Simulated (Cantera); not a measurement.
Ignition delay

Mixture: 16.6 % CH₄, 17.5 % O₂, 65.9 % N₂, equivalence ratio 1.9, at 10.9 atm, adiabatic and at constant pressure. Ignition delay is the time to a rise of 400 K.

Cantera simulation using GRI-Mech 3.0 (53 species, 325 reactions); the numbers are that mechanism's predictions, not measurements.

```
T0 (K)  delay (ms)
------  ----------
1073          32.2
1173          8.43
1273          2.54
1373         0.844
1473         0.304
1573         0.116
1673        0.0478
1773        0.0213
```

```yaml
apparent activation energy between 1573 and 1773 K: 200 kJ/mol
```
